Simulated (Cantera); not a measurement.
A Cantera script and its output.

```python
import numpy as np
import cantera as ct

gas = ct.Solution("gri30.yaml")
gas.TPX = 548, 100000, {'CH4': 1, 'O2': 1.82, 'N2': 7.09}
flame = ct.FreeFlame(gas, width=0.04)
flame.set_refine_criteria(ratio=3, slope=0.08, curve=0.16)
flame.transport_model = "mixture-averaged"
flame.solve(loglevel=0, auto=True)
flame.transport_model = "multicomponent"
flame.soret_enabled = True
flame.solve(loglevel=0, refine_grid=True)
z, T = flame.grid, flame.T
thick = (T[-1] - T[0]) / np.gradient(T, z).max()
show = ['CH4', 'O2', 'NO', 'H', 'C2H2', 'CH2']
print(f"laminar burning velocity  {flame.velocity[0] * 100:.3f} cm/s")
print(f"burnt temperature         {T[-1]:.1f} K")
print(f"thermal thickness         {thick * 1e3:.4f} mm")
print(f"grid points               {len(z)}")
z0 = z[flame.heat_release_rate.argmax()]
print(f"{'z/mm':>9s}{'T/K':>9s}{'u/(m/s)':>9s}" + "".join(f"{s:>11s}" for s in show))
rows = []
for k in (-3, -2, -1.5, -1, -0.5, -0.25, 0, 0.25, 0.5, 1, 2, 4, 8):
    zz = z0 + k * thick
    rows.append([k * thick, np.interp(zz, z, T), np.interp(zz, z, flame.velocity),
                 *(np.interp(zz, z, flame.X[gas.species_index(s)]) for s in show)])
    print(f"{rows[-1][0] * 1e3:9.3f}{rows[-1][1]:9.1f}{rows[-1][2]:9.3f}" + "".join(f"{x:11.3e}" for x in rows[-1][3:]))
```

Output:

```
laminar burning velocity  102.652 cm/s
burnt temperature         2331.1 K
thermal thickness         0.3597 mm
grid points               160
     z/mm      T/K  u/(m/s)        CH4         O2         NO          H       C2H2        CH2
   -1.079    548.2    1.028  1.008e-01  1.835e-01  3.663e-10  1.334e-13  2.381e-09 -2.248e-17
   -0.719    549.8    1.032  1.004e-01  1.832e-01  4.591e-09  2.005e-11  3.810e-08  3.823e-15
   -0.540    557.4    1.048  9.937e-02  1.826e-01  2.775e-08  1.389e-09  2.859e-07  6.141e-13
   -0.360    614.5    1.161  9.413e-02  1.789e-01  2.622e-07  4.433e-07  3.338e-06  2.352e-10
   -0.180   1006.1    1.929  6.763e-02  1.467e-01  3.175e-06  1.079e-04  4.777e-05  2.606e-07
   -0.090   1420.0    2.759  3.765e-02  1.042e-01  7.687e-06  7.968e-04  1.407e-04  1.041e-05
    0.000   1806.7    3.550  9.183e-03  5.500e-02  1.576e-05  3.739e-03  2.555e-04  6.972e-05
    0.090   1969.9    3.876  7.128e-04  2.646e-02  2.660e-05  7.639e-03  6.012e-05  2.464e-05
    0.180   2011.9    3.946  2.812e-05  1.664e-02  3.401e-05  9.438e-03  2.725e-06  1.429e-06
    0.360   2053.1    4.007  6.628e-08  1.200e-02  4.040e-05  9.562e-03  5.064e-09  3.980e-09
    0.719   2105.2    4.092  1.036e-11  9.758e-03  4.703e-05  8.043e-03  7.631e-13  7.828e-13
    1.439   2167.8    4.198  1.065e-15  7.617e-03  5.761e-05  5.864e-03 -9.038e-16  1.015e-15
    2.878   2231.4    4.304  3.609e-15  5.328e-03  7.493e-05  3.856e-03  8.948e-15  2.303e-15
```

Detailed kinetics in Cantera: GRI-Mech 3.0 (53 species, 325 reactions). Burning velocities carry a grid error of a few per cent, more on coarse grids.
